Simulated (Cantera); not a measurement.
Charge: 1 mol SiH₂Cl₂, 23 mol H₂, 1.1 mol C₂H₂, equilibrated at 2223.15 K and 2500 Pa.

Cantera equilibrium calculation (NASA polynomials, part measured and part estimated; ideal gas, pure solids and liquids). The tables' values for SiCl are old estimates; treat these amounts as uncertain. Gases not in the tables: Si₂H₆ and higher silanes. Rates play no part.

| species | before | after |
|---|---|---|
| H₂ | 0.883 | 0.770 |
| H | 0.0381 | 0.124 |
| HCl | 0.0700 | 0.0594 |
| Si | 0.00212 | 0.0223 |
| C₃ | 1.54e-7 | 1.30e-5 |
| SiC₂ | 0.000222 | 0.00534 |
| Si₂ | 4.08e-6 | 8.21e-5 |
| C₂H | 4.09e-6 | 8.09e-5 |
| Si₂C | 0.000134 | 0.00190 |
| C₄H₂ | 3.04e-6 | 2.95e-5 |
| C(graphite), mol | 1.16 | 1.40 |
| SiC(s), mol | 0.886 | 0 |
Gas species are given as mole fractions.

Q: Which change was made?
A. temperature from 2223.15 K to 2175 K
B. C₂H₂ from 1.1 to 0.22 mol
C. temperature from 2223.15 K to 2473 K
D. H₂ from 23 to 77 mol

A: C, temperature from 2223.15 K to 2473 K
